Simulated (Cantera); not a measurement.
A closed system holds: 1 mol Pb, 0.73 mol H2, held at 2.20 mbar.

Equilibrium computed with Cantera from the NASA thermochemical tables; the gas is ideal and each condensed phase is pure. Candidate condensed phases: Pb; 4 gas species. Rates play no part.

x: gas mole fraction; n: condensed amount in mol.

```
T (K)   x H2        x Pb         x H       x Pb2  n Pb(s)  n Pb(l)
-----  -----  ----------  ----------  ----------  -------  -------
573     1.00    3.79e-10      <1e-12      <1e-12     1.00        0
623     1.00  (withheld)      <1e-12      <1e-12        0     1.00
673     1.00     1.39e-7      <1e-12      <1e-12        0     1.00
723    1.000     1.41e-6    1.80e-12      <1e-12        0    1.000
773    1.000     1.05e-5    1.93e-11      <1e-12        0    1.000
823    1.000  (withheld)  (withheld)  (withheld)        0    1.000
873    1.000    0.000289    9.97e-10    1.02e-10        0    1.000
923    0.999     0.00115     5.21e-9     1.04e-9        0    0.999
973    0.996     0.00398     2.30e-8     8.27e-9        0    0.997
1023   0.988      0.0121     8.77e-8     5.34e-8        0    0.991
```

**Question.** Fill in the missing entries.

**Answer.** 
- 823, x Pb: 6.10e-5
- 823, x H: 1.56e-10
- 823, x Pb2: 7.50e-12
- 623, x Pb: 9.44e-9
